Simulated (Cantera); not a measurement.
A Cantera script and what it prints.

```python
import numpy as np
import cantera as ct

gas_names = [...]  # 47 gases of nasa_gas.yaml made of Cl, H, N, O, Si
cond_names = """
    H2O(s) H2O(L) NH4CL(a) NH4CL(b) Si(cr) Si(L) SiO2(Lqz) SiO2(hqz) SiO2(L) Si2N2O(s) Si3N4(a)
""".split()


# ... load() reads the species with a 1 bar reference pressure and builds the phases ...
atoms = {
    'SiH2Cl2': {'Si': 1, 'H': 2, 'CL': 2},
    'O3': {'O': 3},
    'N2': {'N': 2},
}
top_T = {'Si2N2O(s)': 2100, 'Si3N4(a)': 2400}  # K; cautious upper limits of use, not melting points


# ... equilibrate(T, P, feed) seeds the gas with the atoms and calls Mixture.equilibrate('TP', solver="vcs", rtol=1e-11, max_steps=5000) ...
results = []
feed = {'SiH2Cl2': 1, 'O3': 0.53, 'N2': 52}  # mol
P = 90000  # Pa
for T in [800, 900, 1000, 1100, 1200, 1300, 1400, 1500, 1600, 1700, 1800]:
    mix = equilibrate(T, P, feed)
    results.append((T, P, feed, dict(zip(mix.species_names, mix.species_moles))))

top = {s: max(r[3][s] / sum(r[3][g] for g in gas_names) for r in results) for s in gas_names}
cols = sorted((s for s in top if top[s] > 1e-05), key=lambda s: -top[s])[:7]
seen = [c for c in cond_names if any(r[3].get(c, 0) > 1e-12 for r in results)]
print("log10 of partial pressures in bar; condensed amounts in mol")
print(f"{'T/K':>10s}" + "".join(f"{s[:9]:>10s}" for s in cols + seen))
for T, P, feed, n in results:
    ng = sum(n[g] for g in gas_names)
    print(f"{T:10.4g}" + "".join(f"{np.log10(max(n[s] / ng * P / 1e5, 1e-99)):10.3f}" for s in cols)
          + "".join(f"{n.get(c, 0):10.4g}" for c in seen))
```

Output:

```
log10 of partial pressures in bar; condensed amounts in mol
       T/K        N2       HCL        H2       SiO     SiCL2     SiCL4     SiCL3 SiO2(Lqz) SiO2(hqz)   SiO2(L) Si2N2O(s)
       800    -0.062    -1.489    -3.292   -21.132   -14.268    -3.593    -9.953    0.7318         0         0    0.1265
       900    -0.062    -1.493    -3.195   -17.414   -11.881    -3.496    -8.528         0     0.733         0    0.1239
      1000    -0.062    -1.496    -3.116   -14.449    -9.978    -3.417    -7.390         0    0.7343         0    0.1214
      1100    -0.062    -1.500    -3.051   -12.031    -8.427    -3.352    -6.461         0    0.7355         0    0.1189
      1200    -0.062    -1.503    -2.996   -10.022    -7.140    -3.299    -5.691         0    0.7367         0    0.1165
      1300    -0.062    -1.506    -2.949    -8.328    -6.057    -3.256    -5.043         0    0.7379         0    0.1141
      1400    -0.062    -1.509    -2.906    -6.882    -5.136    -3.228    -4.496         0    0.7393         0    0.1114
      1500    -0.062    -1.513    -2.860    -5.632    -4.353    -3.225    -4.040         0    0.7412         0    0.1074
      1600    -0.062    -1.520    -2.799    -4.543    -3.697    -3.276    -3.682         0    0.7448         0   0.09853
      1700    -0.062    -1.531    -2.703    -3.586    -3.176    -3.430    -3.450         0         0    0.7493   0.07565
      1800    -0.063    -1.556    -2.565    -2.742    -2.790    -3.722    -3.360         0         0    0.7354   0.01025
```

Equilibrium computed with Cantera from the NASA thermochemical tables; the gas is ideal and each condensed phase is pure. N2 is the only nitrogen source here; it is nearly inert below about 1500 K, so the nitride shown seldom forms there in practice. Mutual solubility and eutectic melting of coexisting phases are not modelled. The tables' values for SiCl3 are old estimates; treat these amounts as uncertain. The tables hold silica as quartz up to 1696 K and as liquid above; real silica turns to tridymite and cristobalite and melts near 1996 K.
